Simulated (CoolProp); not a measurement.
Vapour pressure (kPa) of the fluoroketone C6F12O (FK-5-1-12): the reference equation beside estimates from Tc = 168.7 °C, pc = 1869 kPa, ω = 0.471. Clausius-Clapeyron is anchored at 101.65 °C with a constant enthalpy of vaporisation of 22.03 kJ/mol.

The numbers come from the reference Helmholtz-energy equation of state, McLinden 2015 in CoolProp.

| T (°C) | reference | Lee-Kesler | Clausius-Clapeyron | van der Waals | Redlich-Kwong | Soave-Redlich-Kwong | Peng-Robinson |
|---|---|---|---|---|---|---|---|
| 80.15 | 266.2 | 266.4 | 302.9 | 715.1 | 458.3 | 268.1 | 265.5 |
| 87.35 | 323.8 | 323.8 | 351.8 | 784.6 | 528.1 | 326.6 | 323.0 |
| 94.45 | 389.4 | 389.3 | 405.5 | 857.1 | 603.8 | 393.4 | 388.8 |
| 101.65 | 465.7 | 465.4 | 465.7 | 934.7 | 687.7 | 471.2 | 465.5 |
| 108.85 | 552.9 | 552.3 | 532.1 | 1017 | 779.3 | 560.2 | 553.3 |
| 116.05 | 651.9 | 651.1 | 604.9 | 1103 | 878.6 | 661.3 | 653.4 |
| 123.15 | 762.2 | 761.3 | 683.4 | 1192 | 984.6 | 773.9 | 765.0 |
| 130.35 | 888.1 | 887.2 | 769.9 | 1287 | 1100 | 902.1 | 892.6 |
| 137.55 | 1030 | 1029 | 863.9 | 1386 | 1225 | 1046 | 1036 |
| 144.75 | 1188 | 1188 | 965.4 | 1490 | 1358 | 1205 | 1196 |
| 151.95 | 1366 | 1367 | 1075 | 1599 | 1501 | 1383 | 1375 |

Absolute difference from the reference over all 11 rows, mean and median: Lee-Kesler 0.1 and 0.1 %, Clausius-Clapeyron 10.7 and 10.3 %, van der Waals 78.5 and 69.2 %, Redlich-Kwong 37.3 and 34.8 %, Soave-Redlich-Kwong 1.3 and 1.3 %, Peng-Robinson 0.3 and 0.3 %.
